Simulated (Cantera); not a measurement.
Thermodynamics of nitride etching, feed BN + F2 + N2

Feed: 1 mol BN, 6.3 mol F2, 89 mol N2, equilibrated at 1227 °C and 8.50 mbar.

Method: chemical equilibrium by Gibbs-energy minimisation in Cantera with the NASA 1993 tables (ideal gas, pure condensed phases). Candidate condensed phases: B, BN; 13 gas species. Rates play no part.

```json
{
  "x(N2)": "0.894",
  "x(F)": "0.0959",
  "x(BF3)": "0.00999",
  "x(F2)": "1.05e-5",
  "gas_amount": "100.1 mol",
  "log10 activity of B(s) (absent)": "-29.85"
}
```
